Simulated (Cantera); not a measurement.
Charge: 1 mol V2O3, a varied amount of H2, 8.9 mol N2, at 0.133 bar.

These are equilibrium values from Cantera (NASA tables, ideal gas, pure condensed phases), not measurements of a reactor. Candidate condensed phases: H2O, V, VN, VO, V2O3, V2O4, V2O5; 28 gas species. Mutual solubility and eutectic melting of coexisting phases are not modelled. VN, VO: taken at fixed stoichiometry. Condensed phases not in the tables: the oxides between V2O3 and V2O5 other than VO2, solid solutions among these carbides, nitrides and lower oxides, V2N. Rates play no part.

Stable condensed phases, one row left out:

```
T in °C \ n(H2) in mol
         0.53 0.89  1.5  2.6  4.3  7.3   12   21   36   60  100  170  290
   1652     A    A    A    A    A    A    A    A    A    B    B    B    B
   1552     A    A    A    A    A    A    A    A    A    A    B    B    B
   1502     A    A    A    A    A    A    A    A    A    A    B    B    B
   1452     A    A    A    A    A    A    A    A    A    A    B    B    B
   1402     A    A    A    A    A    A    A    A    A    A    A    B    B
   1352     A    A    A    A    A    A    A    A    A    A    A    B    B
   1302     C    C    A    A    A    A    A    A    A    A    A    A    B
   1252     C    C    C    C    C    C    C    A    A    A    A    A    B
   1202     C    C    C    C    C    C    C    C    C    A    A    A    A
   1152     C    C    C    C    C    C    C    C    C    C    D    A    A
   1102     C    C    C    C    C    C    C    C    C    C    C    C    A
   1052     C    C    C    C    C    C    C    C    C    C    C    C    C
   1002     C    C    C    C    C    C    C    C    C    C    C    C    C
```

A: VO + V2O3; B: VO; C: VN + V2O3; D: VN + VO + V2O3.

Q: Give the row for 1602 °C.

A: 0.53: VO + V2O3; 0.89: VO + V2O3; 1.5: VO + V2O3; 2.6: VO + V2O3; 4.3: VO + V2O3; 7.3: VO + V2O3; 12: VO + V2O3; 21: VO + V2O3; 36: VO + V2O3; 60: VO; 100: VO; 170: VO; 290: VO.
